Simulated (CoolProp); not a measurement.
Properties of nitrogen along the isotherm 130.8 K (Tc = 126.2 K, pc = 33.96 bar, ω = 0.037).

The numbers come from the reference Helmholtz-energy equation of state, Span 2000 in CoolProp.

| p (bar) | phase | density (kg/m³) | speed of sound (m/s) | expansivity (1/kK) |
|---|---|---|---|---|
| 1.07 | gas | 2.782 | 232.0 | 7.866 |
| 1.73 | gas | 4.526 | 231.4 | 8.009 |
| 2.8 | gas | 7.397 | 230.2 | 8.249 |
| 4.53 | gas | 12.17 | 228.4 | 8.667 |
| 7.32 | gas | 20.21 | 225.4 | 9.428 |
| 11.8 | gas | 34.22 | 220.4 | 10.94 |
| 19.1 | gas | 60.94 | 211.7 | 14.68 |
| 30.9 | gas | 124.5 | 195.4 | 31.44 |
| 49.8 | supercritical | 443.5 | 273.0 | 46.64 |
| 80.5 | supercritical | 538.4 | 413.9 | 15.39 |
| 130 | supercritical | 596.8 | 526.4 | 9.161 |
| 210 | supercritical | 648.8 | 640.3 | 6.246 |
| 340 | supercritical | 700.5 | 764.9 | 4.513 |
